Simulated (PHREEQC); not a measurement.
**Brine: an equilibrium model**

Make-up at 25 °C: 1.3 mol/kgw MgSO4, 0.53 mol/kgw KCl and 0.1 mol/kgw LiCl. Closed to the air; pH follows from the charge balance.

Model: Pitzer model, pitzer.dat, run in PHREEQC.

```yaml
ionic_strength: 5.83 mol/kgw
activity_of_water: 0.949
density: 1.162 g/cm³
osmotic_coefficient: 0.754
```

| species | molality | activity | log γ |
|---|---|---|---|
| Mg+2 | 1.30 | 0.262 | -0.696 |
| SO4-2 | 1.30 | 0.0189 | -1.836 |
| Cl- | 0.630 | 0.384 | -0.215 |
| K+ | 0.530 | 0.297 | -0.252 |
| Li+ | 0.100 | 0.101 | 0.005 |
| MgOH+ | 1.70e-6 | 7.96e-7 | -0.331 |
| HSO4- | 1.36e-6 | 8.75e-7 | -0.192 |
| H+ | 4.74e-7 | 4.85e-7 | 0.010 |
| OH- | 1.31e-7 | 1.98e-8 | -0.820 |

No solid was allowed to form. Complexes and solids missing from the database can't appear.
